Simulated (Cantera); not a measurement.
## Thermodynamics of nitride etching, feed Si₃N₄ + Cl₂ + NF₃

Input: 1 mol Si₃N₄, 7.5 mol Cl₂, 8 mol NF₃, held at 8.50 mbar.

Equilibrium computed with Cantera from the NASA thermochemical tables; the gas is ideal and each condensed phase is pure. Candidate condensed phases: Si, Si₃N₄; 24 gas species. Kinetics and transport are ignored.

```
T (K)  log p ClF  log p Cl  log p F  log p N₂  log p SiF₄  log p Cl₂  log p F₂
-----  ---------  --------  -------  --------  ----------  ---------  --------
1223       -2.40     -3.81    -3.43     -2.66       -2.96      -3.18     -6.41
1273       -2.43     -3.59    -3.24     -2.67       -2.97      -3.16     -6.32
1323       -2.47     -3.39    -3.09     -2.68       -2.98      -3.14     -6.27
1373       -2.53     -3.20    -2.96     -2.69       -2.99      -3.13     -6.25
1423       -2.60     -3.04    -2.85     -2.71       -3.01      -3.13     -6.26
1473       -2.70     -2.89    -2.76     -2.73       -3.03      -3.16     -6.29
1523       -2.81     -2.78    -2.70     -2.75       -3.05      -3.22     -6.35
1573       -2.95     -2.68    -2.65     -2.77       -3.07      -3.30     -6.44
1623       -3.11     -2.61    -2.61     -2.79       -3.09      -3.41     -6.54
1673       -3.28     -2.55    -2.59     -2.81       -3.11      -3.55     -6.65
1723       -3.47     -2.52    -2.57     -2.82       -3.12      -3.71     -6.77
1773       -3.66     -2.49    -2.56     -2.83       -3.13      -3.88     -6.90
1823       -3.85     -2.48    -2.56     -2.84       -3.14      -4.05     -7.02
```
log p: log10 of the partial pressure in bar; nothing condenses.

From 1223 K to 1823 K nothing is condensed. The main Si-bearing gas is SiF₄ throughout.
